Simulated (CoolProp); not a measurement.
A single-stage vapour-compression cycle with R152A: evaporating at 212.15 K (dew point), condensing at 280.15 K (bubble point), superheat 2 K, subcooling 8 K, compressor efficiency 0.9, no pressure losses. Each further row changes one setting.

The numbers come from the reference Helmholtz-energy equation of state, Outcalt 1996 in CoolProp. It is a modified Benedict-Webb-Rubin equation, recast in Helmholtz form.

| case | cooling COP | pressure ratio | discharge temperature (K) | refrigerating effect (kJ/kg) | volumetric capacity (kJ/m³) |
|---|---|---|---|---|---|
| as stated | … | 24.0 | 340.3 | 265 | 140 |
| evaporating temperature 217.15 K | … | … | 333.3 | 269 | 190 |
| condensing temperature 275.15 K | 2.50 | 20.1 | … | 274 | 144 |
| subcooling 13 K | … | 24.0 | 340.3 | 274 | 144 |
| superheat 12 K | … | 24.0 | 351.7 | 274 | 138 |
| compressor efficiency 0.8 | 2.02 | 24.0 | 352.6 | 265 | 140 |

Q: Complete the blanks.

A: 
- as stated, cooling COP: 2.27
- evaporating temperature 217.15 K, cooling COP: 2.56
- evaporating temperature 217.15 K, pressure ratio: 17.5
- condensing temperature 275.15 K, discharge temperature (K): 332.8
- subcooling 13 K, cooling COP: 2.34
- superheat 12 K, cooling COP: 2.24
